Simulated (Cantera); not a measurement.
Cantera run, input and output.

```python
import numpy as np
import cantera as ct

gas = ct.Solution("gri30.yaml")
gas.TPX = 1850, 78000, {'NO': 1, 'N2': 0.38}
reactor = ct.IdealGasConstPressureReactor(gas, energy="off", clone=False)
net = ct.ReactorNet([reactor])
net.rtol, net.atol = 1e-08, 1e-18
show = ['NO', 'N2O', 'N2', 'O2', 'NO2', 'O']
times = np.geomspace(3e-05, 100, 15)

steps = ct.SolutionArray(gas, extra=["t"])
rows = []
print(f"{'t/s':>10s}{'T/K':>9s}{'P/Pa':>11s}" + "".join(f"{s:>11s}" for s in show))
for t in times:
    while net.time < t:
        t_next = net.step()
        steps.append(gas.state, t=t_next)
    rows.append([np.interp(t, steps.t, y) for y in (steps.T, steps.P, *steps(*show).X.T)])
    print(f"{t:10.3e}{rows[-1][0]:9.1f}{rows[-1][1]:11.4g}" + "".join(f"{x:11.3e}" for x in rows[-1][2:]))
rate = np.gradient(steps.T, steps.t)
print("integrator steps:", len(steps.t))
if steps.T.max() > steps.T[0] + 200:
    print(f"time of steepest temperature rise: {steps.t[rate.argmax()]:.4e} s")
gas.TPX = 1850, 78000, {'NO': 1, 'N2': 0.38}
gas.equilibrate("TP")
print(f"equilibrium (TP): T = {gas.T:.1f} K  " + "  ".join(f"{s} {gas[s].X[0]:.3e}" for s in show))
```

Result:

```
       t/s      T/K       P/Pa         NO        N2O         N2         O2        NO2          O
 3.000e-05   1850.0    7.8e+04  7.246e-01  4.356e-06  2.754e-01  1.803e-08  2.049e-06  2.388e-06
 8.771e-05   1850.0    7.8e+04  7.246e-01  1.250e-05  2.754e-01  1.104e-07  9.606e-06  3.555e-06
 2.564e-04   1850.0    7.8e+04  7.246e-01  3.467e-05  2.754e-01  7.830e-07  3.419e-05  5.510e-06
 7.497e-04   1850.0    7.8e+04  7.244e-01  8.721e-05  2.754e-01  8.925e-06  1.076e-04  1.089e-05
 2.192e-03   1850.0    7.8e+04  7.239e-01  1.715e-04  2.756e-01  1.140e-04  2.428e-04  1.996e-05
 6.408e-03   1850.0    7.8e+04  7.226e-01  2.207e-04  2.762e-01  7.071e-04  2.988e-04  2.377e-05
 1.873e-02   1850.0    7.8e+04  7.188e-01  2.213e-04  2.781e-01  2.580e-03  3.257e-04  2.575e-05
 5.477e-02   1850.0    7.8e+04  7.078e-01  2.136e-04  2.835e-01  8.000e-03  3.878e-04  3.046e-05
 1.601e-01   1850.0    7.8e+04  6.771e-01  1.935e-04  2.989e-01  2.324e-02  5.118e-04  4.078e-05
 4.682e-01   1850.0    7.8e+04  5.980e-01  1.483e-04  3.384e-01  6.266e-02  6.782e-04  5.947e-05
 1.369e+00   1850.0    7.8e+04  4.345e-01  7.640e-05  4.202e-01  1.444e-01  7.264e-04  8.587e-05
 4.002e+00   1850.0    7.8e+04  2.163e-01  1.863e-05  5.294e-01  2.537e-01  4.758e-04  1.116e-04
 1.170e+01   1850.0    7.8e+04  6.335e-02  1.790e-06  6.059e-01  3.304e-01  1.588e-04  1.265e-04
 3.420e+01   1850.0    7.8e+04  1.417e-02  3.235e-07  6.305e-01  3.551e-01  3.683e-05  1.309e-04
 1.000e+02   1850.0    7.8e+04  6.158e-03  2.632e-07  6.346e-01  3.591e-01  1.609e-05  1.316e-04
integrator steps: 1418
equilibrium (TP): T = 1850.0 K  NO 5.780e-03  N2O 2.615e-07  N2 6.347e-01  O2 3.593e-01  NO2 1.511e-05  O 1.317e-04
```

Cantera simulation using GRI-Mech 3.0 (53 species, 325 reactions); the numbers are that mechanism's predictions, not measurements.
